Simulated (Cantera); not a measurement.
Equilibrium for silicon etching in halogen gases: Si + Br2 + H2

Input: 1 mol Si, a varied amount of Br2, 6.6 mol H2, equilibrated at 825 °C and 1.00 bar.

Method: chemical equilibrium by Gibbs-energy minimisation in Cantera with the NASA 1993 tables (ideal gas, pure condensed phases). Candidate condensed phases: Br2, Si; 19 gas species. The tables' values for SiBr3 are old estimates; treat these amounts as uncertain. Rates play no part.

```tsv
n(Br2) (mol)	x H2	x HBr	x SiBr4	x SiHBr3	x SiBr2	n Si(s)
0.7	0.922	0.0331	0.0339	0.00810	0.00162	0.684
1.2	0.884	0.0377	0.0615	0.0124	0.00218	0.432
1.6	0.857	0.0400	0.0830	0.0153	0.00253	0.229
2.1	0.821	0.0493	0.109	0.0156	0.00210	0
2.5	0.746	0.130	0.117	0.00574	0.000291	0
3	0.648	0.236	0.113	0.00268	7.51e-5	0
3.4	0.576	0.313	0.109	0.00173	3.65e-5	0
3.9	0.494	0.401	0.104	0.00110	1.81e-5	0
4.4	0.419	0.481	0.0991	0.000743	1.02e-5	0
4.8	0.365	0.539	0.0955	0.000556	6.82e-6	0
5.3	0.302	0.606	0.0913	0.000392	4.28e-6	0
```
x: gas mole fraction; n: condensed amount in mol.

From 0.7 mol Br2 to 1.6 mol Br2 the condensed part is Si(s). From 2.1 mol Br2 to 5.3 mol Br2 nothing is condensed. The main Si-bearing gas is SiBr4 throughout.
